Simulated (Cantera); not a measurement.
Cantera run:

```python
import numpy as np
import cantera as ct

gas_names = [...]  # 116 gases of nasa_gas.yaml made of C, H, Mg, O
cond_names = """
    C(gr) C6H6(L) C7H8(L) C8H18(L),n-octa H2O(s) H2O(L) Mg(cr) Mg(L) MgCO3(s) MgO(s) MgO(L) MgO2H2(s)
""".split()


# ... load() reads the species with a 1 bar reference pressure and builds the phases ...
atoms = {
    'MgO': {'Mg': 1, 'O': 1},
    'CO': {'C': 1, 'O': 1},
    'CH4': {'C': 1, 'H': 4},
}
top_T = {'C(gr)': 4500}  # K; cautious upper limits of use, not melting points


# ... equilibrate(T, P, feed) seeds the gas with the atoms and calls Mixture.equilibrate('TP', solver="vcs", rtol=1e-11, max_steps=5000) ...
results = []
feed = {'MgO': 1, 'CO': 0.55, 'CH4': 0.91}  # mol
P = 1800  # Pa
for T in [1798, 1823, 1848, 1873, 1898, 1923, 1948, 1973, 1998, 2023, 2048, 2073]:
    mix = equilibrate(T, P, feed)
    results.append((T, P, feed, dict(zip(mix.species_names, mix.species_moles))))

top = {s: max(r[3][s] / sum(r[3][g] for g in gas_names) for r in results) for s in gas_names}
cols = sorted((s for s in top if top[s] > 1e-06), key=lambda s: -top[s])[:8]
seen = [c for c in cond_names if any(r[3].get(c, 0) > 1e-12 for r in results)]
print("log10 of partial pressures in bar; condensed amounts in mol")
print(f"{'T/K':>10s}" + "".join(f"{s[:9]:>10s}" for s in cols + seen))
for T, P, feed, n in results:
    ng = sum(n[g] for g in gas_names)
    print(f"{T:10.4g}" + "".join(f"{np.log10(max(n[s] / ng * P / 1e5, 1e-99)):10.3f}" for s in cols)
          + "".join(f"{n.get(c, 0):10.4g}" for c in seen))
```

It prints:

```
log10 of partial pressures in bar; condensed amounts in mol
       T/K        H2        CO        Mg         H       H2O       CO2       MgH      MgOH    MgO(s)
      1798    -2.108    -2.203    -2.409    -4.507    -5.918    -6.594    -5.331    -7.287   0.08965
      1823    -2.109    -2.203    -2.409    -4.418    -5.728    -6.414    -5.323    -7.121   0.08946
      1848    -2.109    -2.203    -2.409    -4.330    -5.543    -6.240    -5.316    -6.959   0.08917
      1873    -2.110    -2.203    -2.409    -4.245    -5.363    -6.070    -5.308    -6.802   0.08875
      1898    -2.110    -2.204    -2.409    -4.162    -5.188    -5.905    -5.301    -6.649   0.08814
      1923    -2.111    -2.204    -2.408    -4.081    -5.019    -5.745    -5.294    -6.501   0.08727
      1948    -2.112    -2.204    -2.408    -4.003    -4.854    -5.588    -5.287    -6.356   0.08602
      1973    -2.113    -2.205    -2.408    -3.927    -4.694    -5.437    -5.281    -6.215   0.08426
      1998    -2.115    -2.205    -2.407    -3.852    -4.538    -5.289    -5.274    -6.079   0.08181
      2023    -2.117    -2.206    -2.406    -3.780    -4.388    -5.146    -5.268    -5.945   0.07843
      2048    -2.120    -2.207    -2.405    -3.710    -4.242    -5.007    -5.261    -5.816   0.07382
      2073    -2.123    -2.209    -2.403    -3.642    -4.101    -4.872    -5.255    -5.690   0.06762
```

Equilibrium computed with Cantera from the NASA thermochemical tables; the gas is ideal and each condensed phase is pure. The tables' values for MgH are old estimates; treat these amounts as uncertain.
